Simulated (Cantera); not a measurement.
An isothermal, constant-pressure homogeneous reactor starts with 5.88 % NO, 94.1 % N2, at 1925 K and 0.0200 bar.

Model: GRI-Mech 3.0 (53 species, 325 reactions), integrated in Cantera. Radical loss at walls, strong at low pressure, is not modelled.

### Question
Predict: x(NO) at 100 s; x(O2) at 100 s; x(N2O) at 100 s; x(O) at 100 s; x(N2) at 100 s; x(NO2) at 100 s.

### Answer
- x(NO) at 100 s: 0.0191 (gas-phase equilibrium 0.00251)
- x(O2) at 100 s: 0.0196 (gas-phase equilibrium 0.0279)
- x(N2O) at 100 s: 1.50e-7 (gas-phase equilibrium 2.23e-8)
- x(O) at 100 s: 0.000371 (gas-phase equilibrium 0.000437)
- x(N2) at 100 s: 0.961 (gas-phase equilibrium 0.969)
- x(NO2) at 100 s: 1.62e-6 (gas-phase equilibrium 2.54e-7)
